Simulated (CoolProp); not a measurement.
Vapour-liquid equilibrium of carbonyl sulfide (1) + propane (2) at 1.09 MPa; x and y are mole fractions of (1).

The numbers come from the multi-fluid Helmholtz-energy mixture model, Lemmon 2006 and Lemmon 2009; pair parameters Bell 2016 in CoolProp.

Problem. Give the bubble temperature and the first vapour's composition at x = 0.2, 0.65, 0.95. Is there an azeotrope?

Solution. x = 0.2: 27.2 °C, y = 0.244; x = 0.65: 22.2 °C, y = 0.697; x = 0.95: 19.1 °C, y = 0.960. No azeotrope shows between x = 0.05 and 0.95.

The pair parameters rest on a limited set of measurements; away from them the model extrapolates.
